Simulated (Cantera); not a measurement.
A freely propagating, adiabatic, planar premixed flame of 9.00 % CH₄, 0.900 % H₂, 15.4 % O₂, 74.7 % N₂, equivalence ratio 1.2, unburnt at 500 K and 338 Torr; mixture-averaged transport, grid criteria slope 0.08 and curve 0.16, no radiation.

Cantera simulation using GRI-Mech 3.0 (53 species, 325 reactions); the numbers are that mechanism's predictions, not measurements. Burning velocities carry a grid error of a few per cent, more on coarse grids.

Task: Predict: laminar burning velocity; thermal thickness; peak x(HCN); peak x(OH); peak x(HO₂).

Result: 
| Item | Result |
|---|---|
| laminar burning velocity | 71.5 cm/s |
| thermal thickness | 0.910 mm |
| peak x(HCN) | 9.64e-6 |
| peak x(OH) | 0.00461 |
| peak x(HO₂) | 8.96e-5 |
